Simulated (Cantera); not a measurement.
Input: 1 mol Cu, 0.45 mol O2, 150 mol H2, held at 352 °C and 94.0 mbar.

These are equilibrium values from Cantera (NASA tables, ideal gas, pure condensed phases), not measurements of a reactor. Candidate condensed phases: Cu, CuO, Cu(OH)2, Cu2O, H2O; 12 gas species. Kinetics and transport are ignored.

Q: What is the equilibrium state?

A: 
| Property | Result |
|---|---|
| x(H2) | 0.994 |
| x(H2O) | 0.00600 |
| n(Cu(s)) | 1.00 mol |
| gas amount | 150.0 mol |
| log10 activity of Cu(OH)2(s) (absent) | -16.83 |
